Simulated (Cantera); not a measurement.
A Cantera script and its output.

```python
import numpy as np
import cantera as ct

gas = ct.Solution("gri30.yaml")
gas.TPX = 2098, 101325, {'CH4': 1, 'H2O': 1.1}
inlet = ct.Reservoir(gas, clone=True)

reactor = ct.IdealGasConstPressureReactor(gas, energy="off", clone=False)
exhaust = ct.Reservoir(gas, clone=True)
tau = [0.49, 0.16, 0.051, 0.016, 0.0053, 0.0017, 0.00056, 0.00018][0]
for a, b in ((inlet, reactor), (reactor, exhaust)):
    ct.MassFlowController(a, b, mdot=lambda t: reactor.mass / tau)
net = ct.ReactorNet([reactor])
show = ['CH4', 'H2O', 'HO2', 'C2H', 'H', 'CO']

rows = []
print(f"{'tau/s':>10s}{'T/K':>9s}" + "".join(f"{s:>11s}" for s in show))
for tau in [0.49, 0.16, 0.051, 0.016, 0.0053, 0.0017, 0.00056, 0.00018]:
    net.initial_time = 0.0
    net.advance(30 * tau)
    before = gas.X
    net.advance(40 * tau)
    drift = np.max(np.abs(gas.X - before) / (gas.X + 1e-9))
    rows.append([gas.T, *gas[show].X, drift])
    print(f"{tau:10.3e}{gas.T:9.1f}" + "".join(f"{x:11.3e}" for x in gas[show].X))
```

It prints:

```
     tau/s      T/K        CH4        H2O        HO2        C2H          H         CO
 4.900e-01   2098.0  3.368e-03  3.967e-02  1.482e-12  6.354e-07  2.585e-03  2.287e-01
 1.600e-01   2098.0  5.903e-03  5.740e-02  3.088e-12  1.358e-06  2.546e-03  2.146e-01
 5.100e-02   2098.0  1.017e-02  8.787e-02  7.214e-12  2.614e-06  2.480e-03  1.908e-01
 1.600e-02   2098.0  1.722e-02  1.355e-01  1.721e-11  4.582e-06  2.372e-03  1.548e-01
 5.300e-03   2098.0  2.800e-02  1.967e-01  3.647e-11  7.032e-06  2.217e-03  1.114e-01
 1.700e-03   2098.0  4.632e-02  2.673e-01  6.660e-11  9.476e-06  1.997e-03  6.659e-02
 5.600e-04   2098.0  7.711e-02  3.299e-01  9.565e-11  1.063e-05  1.731e-03  3.379e-02
 1.800e-04   2098.0  1.303e-01  3.814e-01  1.134e-10  9.748e-06  1.418e-03  1.486e-02
```

Cantera simulation using GRI-Mech 3.0 (53 species, 325 reactions); the numbers are that mechanism's predictions, not measurements.
